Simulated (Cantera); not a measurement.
An isothermal, constant-pressure homogeneous reactor starts with NH₃ : H₂ = 1 : 5.7 (molar parts), at 1800 K and 0.270 bar.

Model: the gas-phase N/H chemistry of the illustrative SiF4/NH3 mechanism in the Surface Chemkin manual (1991), integrated in Cantera. Walls and surfaces, which speed up NH3 decomposition in real reactors, are not modelled.

x: mole fraction; the columns are a selection and need not sum to one.

```csv
t (s),x NH₃,x H₂,x H,x N₂,x N₂H₂,x NH,x N
6.00e-5,0.149,0.851,3.17e-6,4.03e-12,1.20e-11,2.57e-10,<1e-12
0.000194,0.149,0.851,1.03e-5,5.09e-10,1.53e-10,2.77e-9,6.88e-12
0.000629,0.149,0.851,3.33e-5,4.05e-8,1.85e-9,2.91e-8,2.37e-10
0.00204,0.149,0.851,0.000105,2.16e-6,2.36e-8,2.88e-7,7.36e-9
0.00660,0.149,0.851,0.000236,7.42e-5,1.62e-7,1.45e-6,8.29e-8
0.0214,0.148,0.851,0.000259,[?],1.99e-7,1.72e-6,1.08e-7
0.0693,0.144,0.853,0.000261,0.00216,1.93e-7,1.71e-6,1.08e-7
0.224,0.133,0.860,0.000270,[?],[?],1.66e-6,1.07e-7
0.727,0.104,0.876,0.000297,0.0197,1.26e-7,1.51e-6,1.06e-7
2.35,0.0514,0.906,0.000376,0.0425,5.01e-8,1.13e-6,9.73e-8
7.63,0.0107,0.928,0.000556,0.0603,5.34e-9,4.89e-7,6.13e-8
24.7,0.00166,0.933,0.000661,0.0642,1.96e-10,1.06e-7,1.58e-8
80.0,0.000400,0.934,0.000670,0.0647,1.18e-11,2.63e-8,3.96e-9
```

Problem. Complete the blanks.

Solution. 
- 0.0214, x N₂: 0.000564
- 0.224, x N₂: 0.00700
- 0.224, x N₂H₂: 1.74e-7
